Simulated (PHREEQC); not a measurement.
**Metal-bearing waste water**

Consider water at 91 °C with 0.0048 mol FeSO4 and 0.00021 mol NaF per kg of water. Closed to the air; pH follows from the charge balance.

Equilibrium calculation in PHREEQC: ion-association model, phreeqc.dat.

This is a speciation only: nothing precipitates in the calculation.

**Question.** Estimate the pH, specific conductance, ionic strength.

**Answer.** pH 5.46; specific conductance 2060 µS/cm; ionic strength 0.0126 mol/kgw.

**Question.** In which forms is S present?

**Answer.** SO4-2 65 %, FeSO4 35 % of the S.

Away from 25 °C the constants follow the database's enthalpies or fits; those with neither stay at their 25 °C values. Fluoro complexes past AlF4- and FeF3 are missing from the database.
